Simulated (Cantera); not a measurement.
An adiabatic, constant-pressure homogeneous reactor starts with CH₄ : O₂ : N₂ : CO₂ = 1 : 2.06 : 7.75 : 0.36 (molar parts), equivalence ratio 0.97, at 1750 K and 5.00 bar.

Model: GRI-Mech 3.0 (53 species, 325 reactions), integrated in Cantera.

**Question.** Predict: time of steepest temperature rise; temperature at 0.700 s; equilibrium temperature; x(O₂) at 0.700 s; x(CO₂) at 0.700 s; x(NO₂) at 0.700 s; x(OH) at 0.700 s.

**Answer.** 
| Item | Value |
|---|---|
| time of steepest temperature rise | 42.0 µs |
| temperature at 0.700 s | 2884 K |
| equilibrium temperature | 2884 K |
| x(O₂) at 0.700 s | 0.0225 (gas-phase equilibrium 0.0225) |
| x(CO₂) at 0.700 s | 0.0712 (gas-phase equilibrium 0.0712) |
| x(NO₂) at 0.700 s | 5.69e-6 (gas-phase equilibrium 5.69e-6) |
| x(OH) at 0.700 s | 0.0189 (gas-phase equilibrium 0.0189) |
